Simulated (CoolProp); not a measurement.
A Linde-Hampson liquefier for normal hydrogen: isothermal reversible compression at 230 K from 1 atm to 5 MPa, throttling to 1 atm, return gas leaving the recuperator 10 K below the feed. Each further row changes one setting.

The numbers come from the reference Helmholtz-energy equation of state, Leachman 2009 in CoolProp.

```
case                        compression work (kJ/kg of gas)
--------------------------  -------------------------------
as stated                                              3730
high pressure 10 MPa                                   4420
warm-end temperature 260 K                             4210
warm-end gap 15 K                                      3730
```
